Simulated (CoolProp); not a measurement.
Vapour-liquid equilibrium of trans-2-butene (1) + acetone (2) at 1080 kPa; x and y are mole fractions of (1).

Values from CoolProp's multi-fluid Helmholtz-energy mixture model, Lemmon 2005 and Lemmon 2006; pair parameters Bell 2016.

```csv
x,"bubble temperature, mixture model (°C)","bubble temperature, Raoult's law (°C)","y, mixture model","y, Raoult's law"
0.05,137.9,141.8,0.178,0.148
0.15,122.5,132.1,0.436,0.378
0.25,111.3,123.7,0.591,0.543
0.35,103.6,116.3,0.684,0.666
0.45,98.3,109.7,0.746,0.758
0.55,94.4,103.9,0.791,0.829
0.65,91.4,98.7,0.829,0.883
0.75,88.8,93.9,0.867,0.927
0.85,86.6,89.6,0.910,0.961
0.95,84.6,85.7,0.965,0.988
```

The largest gap from Raoult's law is -12.7 K in bubble temperature, at x = 0.35. No azeotrope shows between x = 0.05 and 0.95.

Pair parameters are fitted to limited data, so mixtures are less certain than the pure fluids.
